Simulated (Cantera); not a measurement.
Input: 1 mol borazine, 2.1 mol H2O, at 2300 K and 10.0 mbar.

Cantera equilibrium calculation (NASA polynomials, part measured and part estimated; ideal gas, pure solids and liquids). Candidate condensed phases: B, BN, B2O3, B3O3H3, H2O; 39 gas species. The feed counts by its element totals alone. The tables' values for BH2 are old estimates; treat these amounts as uncertain. Rates play no part.

Base state: H2 0.526, N2 0.177, BO 0.119, HBO 0.0798, H 0.0702, B2O2 0.0223, B2O 0.00337, BH2 0.00109 (mole fractions); condensed: B(s).

Q: What changes in the equilibrium state with this change: H2O from 2.1 to 7.6 mol?

A: 
```json
[
 {"species": "H2", "before": "0.526", "after": "0.486"},
 {"species": "H2O", "before": "6.68e-6", "after": "0.148"},
 {"species": "HBO2", "before": "7.39e-5", "after": "0.145"},
 {"species": "BO", "before": "0.119", "after": "0.0102"},
 {"species": "B2O3", "before": "0.000129", "after": "0.0225"},
 {"species": "B2O2", "before": "0.0223", "after": "0.000162"},
 {"species": "HBO", "before": "0.0798", "after": "0.00654"},
 {"species": "N2", "before": "0.177", "after": "0.106"},
 {"species": "H", "before": "0.0702", "after": "0.0675"},
 {"species": "B2O", "before": "0.00337", "after": "1.02e-9"},
 {"species": "BH2", "before": "0.00109", "after": "3.59e-9"},
 {"species": "B", "before": "0.00101", "after": "3.60e-9"},
 {"species": "BH", "before": "6.45e-5", "after": "<1e-9"},
 {"species": "O2", "before": "<1e-9", "after": "4.00e-5"},
 {"species": "B(s), mol", "before": "0.855", "after": "0"}
]
```
